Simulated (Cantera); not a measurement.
Silicon oxide and oxynitride deposition: SiH₂Cl₂ + H₂O + H₂

Feed: 1 mol SiH₂Cl₂, 0.31 mol H₂O, 24 mol H₂, held at 1800 °C and 113 Torr.

Method: chemical equilibrium by Gibbs-energy minimisation in Cantera with the NASA 1993 tables (ideal gas, pure condensed phases). Candidate condensed phases: H₂O, Si, SiO₂; 30 gas species. The tables' values for SiCl, SiCl₃ are old estimates; treat these amounts as uncertain. Gases not in the tables: Si₂H₆ and higher silanes. Equilibrium is a limit: real reactors are often held back by kinetics, nucleation or transport.

```
Quantity        Value
----------  ---------
x(H₂)           0.914
x(HCl)         0.0579
x(SiO)         0.0116
x(SiCl₂)      0.00808
x(H)          0.00649
x(Si)        0.000665
x(SiCl)      0.000330
x(Cl)        0.000304
x(SiH₂)      0.000145
n(Si(l))    0.438 mol
gas amount  26.73 mol
```
